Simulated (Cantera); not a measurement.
An adiabatic, constant-pressure homogeneous reactor starts with 15.2 % CH4, 2.29 % C2H6, 16.8 % O2, 63.0 % N2, 2.74 % H2O, equivalence ratio 2.3, at 1123 K and 975 Torr.

Model: GRI-Mech 3.0 (53 species, 325 reactions), integrated in Cantera.

Problem. Predict: time of steepest temperature rise; temperature at 4.00 s; equilibrium temperature; x(O2) at 4.00 s.

Solution. 
* **time of steepest temperature rise**: 10.1 ms
* **temperature at 4.00 s**: 2034 K
* **equilibrium temperature**: 2034 K
* **x(O2) at 4.00 s**: 3.37e-8 (gas-phase equilibrium 3.37e-8)
